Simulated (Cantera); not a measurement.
Gas mixture: 70.1 % H₂O, 29.9 % NO, at 0.000240 bar, frozen composition.

Cantera's kinetic-theory transport with the Lennard-Jones parameters of GRI-Mech 3.0, ideal gas; thermal conductivity in the multicomponent form. Polar gases are described roughly by these parameters.

One state of this run: ρ (kg/m³) = 7.79e-5; cp (J/kg/K) = 1710; μ (µPa s) = 31.9; λ (mW/m/K) = 80.7; Pr = 0.675; D (cm²/s) O = 8640; D (cm²/s) CH₃ = 5860; D (cm²/s) N₂ = 5480. D: mixture-averaged diffusion coefficient of that species in the mixture.

### Question
Which value of T (K) does it belong to?
A) 900
B) 800
C) 700
D) 600

### Answer
B, 800
